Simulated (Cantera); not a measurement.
A closed system holds: 1 mol CS2, 0.87 mol H2O, at 1152 °C and 1 atm.

Equilibrium computed with Cantera from the NASA thermochemical tables; the gas is ideal and each condensed phase is pure. Candidate condensed phases: C, C6H6, C7H8, C8H18, H2O, H2SO4, S; 123 gas species. Rates play no part.

Base state: CO 0.329, H2S 0.258, S2 0.216, H2 0.103, CS2 0.0594, COS 0.0269, CO2 0.00290, H2O 0.00207 (mole fractions); condensed: gas only.

What changes in the equilibrium state with this change: H2O from 0.87 to 0.13 mol?


```json
[
 {"species": "CS2", "before": "0.0594", "after": "0.663"},
 {"species": "S2", "before": "0.216", "after": "0.122"},
 {"species": "CO", "before": "0.329", "after": "0.101"},
 {"species": "H2S", "before": "0.258", "after": "0.0695"},
 {"species": "COS", "before": "0.0269", "after": "0.00620"},
 {"species": "H2", "before": "0.103", "after": "0.0371"},
 {"species": "CO2", "before": "0.00290", "after": "1.38e-5"},
 {"species": "H2O", "before": "0.00207", "after": "1.15e-5"},
 {"species": "CS", "before": "1.51e-5", "after": "0.000224"},
 {"species": "SH", "before": "0.00177", "after": "0.000798"},
 {"species": "C(graphite), mol", "before": "0", "after": "0.0648"}
]
```
